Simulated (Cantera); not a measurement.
Input: 1 mol AlN, 11 mol H2O, 8.1 mol N2, held at 1023.15 K and 0.620 bar.

Method: chemical equilibrium by Gibbs-energy minimisation in Cantera with the NASA 1993 tables (ideal gas, pure condensed phases). Candidate condensed phases: Al, AlN, Al2O3, H2O; 35 gas species. Rates play no part.

Base state: H2O 0.485, N2 0.439, H2 0.0765 (mole fractions); condensed: Al2O3(s).

Q: What changes in the equilibrium state with this change: AlN replaced by BN?

A: 
```
species        before    after
-------------  ------  -------
H2O             0.485    0.477
N2              0.439    0.440
H2             0.0765   0.0768
(HBO2)3             0  0.00644
HBO2                0  3.69e-5
Al2O3(s), mol   0.500        0
B2O3(l), mol        0    0.311
```
Gases not in the tables: H3BO3. Further candidate phases: B, BN, B2O3, B3O3H3.

Q: What changes in the equilibrium state with this change: AlN replaced by Si3N4?

A: 
| species | before | after |
|---|---|---|
| N2 | 0.439 | 0.479 |
| H2 | 0.0765 | 0.284 |
| H2O | 0.485 | 0.237 |
| NH3 | 4.36e-6 | 3.26e-5 |
| Al2O3(s), mol | 0.500 | 0 |
| SiO2(β-quartz), mol | 0 | 3.00 |
Further candidate phases: Si, SiO2, Si2N2O, Si3N4.
